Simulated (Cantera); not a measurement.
An isothermal, constant-pressure homogeneous reactor starts with H2 : O2 = 0.01 : 1 (molar parts), equivalence ratio 0.0050, at 1098 K and 10.5 Torr.

Cantera simulation using GRI-Mech 3.0 (53 species, 325 reactions); the numbers are that mechanism's predictions, not measurements. Radical loss at walls, strong at low pressure, is not modelled.

x: mole fraction; the columns are a selection and need not sum to one.

| t (s) | x H2 | x O2 | x O | x H2O | x HO2 |
|---|---|---|---|---|---|
| 0.000100 | 0.00990 | 0.990 | 5.57e-11 | 5.24e-12 | 1.15e-10 |
| 0.000285 | 0.00990 | 0.990 | 2.87e-10 | 7.60e-11 | 3.28e-10 |
| 0.000811 | 0.00990 | 0.990 | 1.59e-9 | 9.72e-10 | 9.39e-10 |
| 0.00231 | 0.00990 | 0.990 | 2.12e-8 | 2.16e-8 | 2.80e-9 |
| 0.00658 | 0.00989 | 0.990 | 1.00e-5 | 1.14e-5 | 8.25e-8 |
| 0.0187 | (withheld) | 0.982 | 0.00723 | 0.00910 | 1.76e-6 |
| 0.0534 | (withheld) | 0.984 | 0.00539 | 0.00951 | 1.26e-6 |
| 0.152 | (withheld) | 0.987 | 0.00256 | 0.00971 | 8.96e-7 |
| 0.433 | (withheld) | 0.989 | 0.000703 | 0.00985 | 4.62e-7 |
| 1.23 | (withheld) | 0.990 | 0.000129 | 0.00991 | 1.66e-7 |
| 3.51 | (withheld) | 0.990 | 2.09e-5 | 0.00994 | 4.52e-8 |
| 10.0 | (withheld) | 0.990 | 3.77e-6 | 0.00994 | 1.09e-8 |

Problem. Fill in the missing entries.

Solution. 
- 0.0187, x H2: 0.000133
- 0.0534, x H2: 3.21e-5
- 0.152, x H2: 1.53e-5
- 0.433, x H2: 4.17e-6
- 1.23, x H2: 7.46e-7
- 3.51, x H2: 1.18e-7
- 10.0, x H2: 2.09e-8
